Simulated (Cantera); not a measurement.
An adiabatic, constant-volume homogeneous reactor starts with C₃H₈ : O₂ : N₂ : H₂O = 1 : 6.67 : 25.1 : 8 (molar parts), equivalence ratio 0.75, at 1025 K and 1.00 bar. Integrator tolerance rtol = 1e-08.

Computed with Cantera and GRI-Mech 3.0 (53 species, 325 reactions). GRI-Mech 3.0 was tuned for natural gas; its chemistry of propane as a main component is partial and can be far from experiment.

Q: What does this change do: initial temperature 1025 to 1100 K?

A: 
```json
[
 {"quantity": "time of steepest temperature rise", "before": "0.345 s", "after": "60.6 ms"},
 {"quantity": "temperature at 1.00 s", "before": "2396 K", "after": "2433 K"},
 {"quantity": "equilibrium temperature", "before": "2396 K", "after": "2433 K"},
 {"quantity": "x(C₃H₈) at 1.00 s", "before": "<1e-12 (gas-phase equilibrium <1e-12)", "after": "<1e-12 (gas-phase equilibrium <1e-12)"},
 {"quantity": "x(O₂) at 1.00 s", "before": "0.0375 (gas-phase equilibrium 0.0375)", "after": "0.0377 (gas-phase equilibrium 0.0377)"},
 {"quantity": "x(H₂O) at 1.00 s", "before": "0.277 (gas-phase equilibrium 0.277)", "after": "0.275 (gas-phase equilibrium 0.275)"},
 {"quantity": "x(CH₂) at 1.00 s", "before": "<1e-12 (gas-phase equilibrium <1e-12)", "after": "<1e-12 (gas-phase equilibrium <1e-12)"},
 {"quantity": "x(OH) at 1.00 s", "before": "0.00896 (gas-phase equilibrium 0.00896)", "after": "0.0103 (gas-phase equilibrium 0.0103)"},
 {"quantity": "x(HCO) at 1.00 s", "before": "1.07e-9 (gas-phase equilibrium 1.07e-9)", "after": "1.62e-9 (gas-phase equilibrium 1.62e-9)"}
]
```
